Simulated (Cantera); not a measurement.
What does this Cantera script print?

```python
import numpy as np
import cantera as ct

gas_names = [...]  # 118 gases of nasa_gas.yaml made of C, Cl, F, H
cond_names = """
    C(gr) C6H6(L) C7H8(L) C8H18(L),n-octa
""".split()


# ... load() reads the species with a 1 bar reference pressure and builds the phases ...
atoms = {
    'CH3F': {'C': 1, 'H': 3, 'F': 1},
    'HCl': {'H': 1, 'CL': 1},
    'H2': {'H': 2},
}
top_T = {'C(gr)': 4500}  # K; cautious upper limits of use, not melting points


# ... equilibrate(T, P, feed) seeds the gas with the atoms and calls Mixture.equilibrate('TP', solver="vcs", rtol=1e-11, max_steps=5000) ...
results = []
feed = {'CH3F': 1, 'HCl': 0.54, 'H2': 0.12}  # mol
P = 190  # Pa
for T in [650, 750, 850, 950, 1050, 1150, 1250, 1350, 1450, 1550, 1650]:
    mix = equilibrate(T, P, feed)
    results.append((T, P, feed, dict(zip(mix.species_names, mix.species_moles))))

top = {s: max(r[3][s] / sum(r[3][g] for g in gas_names) for r in results) for s in gas_names}
cols = sorted((s for s in top if top[s] > 1e-06), key=lambda s: -top[s])[:6]
seen = [c for c in cond_names if any(r[3].get(c, 0) > 1e-12 for r in results)]
print("log10 of partial pressures in bar; condensed amounts in mol")
print(f"{'T/K':>10s}" + "".join(f"{s[:9]:>10s}" for s in cols + seen))
for T, P, feed, n in results:
    ng = sum(n[g] for g in gas_names)
    print(f"{T:10.4g}" + "".join(f"{np.log10(max(n[s] / ng * P / 1e5, 1e-99)):10.3f}" for s in cols)
          + "".join(f"{n.get(c, 0):10.4g}" for c in seen))
```

It prints:

```
log10 of partial pressures in bar; condensed amounts in mol
       T/K        H2        HF       HCL       CH4         H        CL     C(gr)
       650    -3.111    -3.143    -3.410    -4.806   -16.417   -16.646    0.9783
       750    -3.099    -3.146    -3.413    -5.693   -14.049   -14.332    0.9972
       850    -3.097    -3.146    -3.414    -6.401   -12.237   -12.552    0.9994
       950    -3.097    -3.146    -3.414    -6.970   -10.803   -11.141    0.9998
      1050    -3.097    -3.146    -3.414    -7.436    -9.639    -9.996    0.9999
      1150    -3.097    -3.146    -3.414    -7.825    -8.676    -9.048         1
      1250    -3.097    -3.146    -3.414    -8.153    -7.864    -8.249         1
      1350    -3.097    -3.146    -3.414    -8.433    -7.171    -7.567         1
      1450    -3.097    -3.146    -3.414    -8.675    -6.573    -6.979         1
      1550    -3.097    -3.146    -3.414    -8.886    -6.050    -6.465         1
      1650    -3.098    -3.147    -3.415    -9.072    -5.591    -6.014    0.9999
```

Equilibrium computed with Cantera from the NASA thermochemical tables; the gas is ideal and each condensed phase is pure.
